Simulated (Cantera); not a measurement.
# Hydrocarbon pyrolysis for carbon deposition

A perfectly stirred reactor is fed with 2.13 % C2H6, 97.9 % N2, at 1.09 atm; it is held at 1825 K, and followed from long to short residence time.

Cantera simulation using GRI-Mech 3.0 (53 species, 325 reactions); the numbers are that mechanism's predictions, not measurements. GRI-Mech 3.0 stops at C3 and has no aromatics, soot or wall deposition, so with more carbon than oxygen in the feed, carbon stays in small species such as C2H2 where larger ones or solid carbon would form.

```json
[
 {"τ (s)": "3.9", "x C2H6": "1.47e-7", "x CH2": "5.72e-8", "x C2H2": "0.0200", "x C2H": "4.27e-7", "x C2H4": "1.82e-5", "x H": "8.77e-5", "x CH3": "2.30e-5"},
 {"τ (s)": "1.6", "x C2H6": "3.52e-7", "x CH2": "9.03e-8", "x C2H2": "0.0199", "x C2H": "4.37e-7", "x C2H4": "1.93e-5", "x H": "8.94e-5", "x CH3": "3.55e-5"},
 {"τ (s)": "0.62", "x C2H6": "8.91e-7", "x CH2": "1.48e-7", "x C2H2": "0.0197", "x C2H": "4.55e-7", "x C2H4": "2.23e-5", "x H": "9.24e-5", "x CH3": "5.62e-5"},
 {"τ (s)": "0.25", "x C2H6": "2.15e-6", "x CH2": "2.42e-7", "x C2H2": "0.0195", "x C2H": "4.82e-7", "x C2H4": "2.94e-5", "x H": "9.73e-5", "x CH3": "8.66e-5"},
 {"τ (s)": "0.098", "x C2H6": "5.23e-6", "x CH2": "4.08e-7", "x C2H2": "0.0191", "x C2H": "5.30e-7", "x C2H4": "4.64e-5", "x H": "0.000106", "x CH3": "0.000134"},
 {"τ (s)": "0.039", "x C2H6": "1.23e-5", "x CH2": "6.99e-7", "x C2H2": "0.0187", "x C2H": "6.07e-7", "x C2H4": "8.26e-5", "x H": "0.000120", "x CH3": "0.000203"},
 {"τ (s)": "0.016", "x C2H6": "2.73e-5", "x CH2": "1.20e-6", "x C2H2": "0.0183", "x C2H": "7.24e-7", "x C2H4": "0.000153", "x H": "0.000142", "x CH3": "0.000300"},
 {"τ (s)": "0.0062", "x C2H6": "6.23e-5", "x CH2": "2.13e-6", "x C2H2": "0.0178", "x C2H": "9.01e-7", "x C2H4": "0.000298", "x H": "0.000176", "x CH3": "0.000448"}
]
```
x: mole fraction; the columns are a selection and need not sum to one.
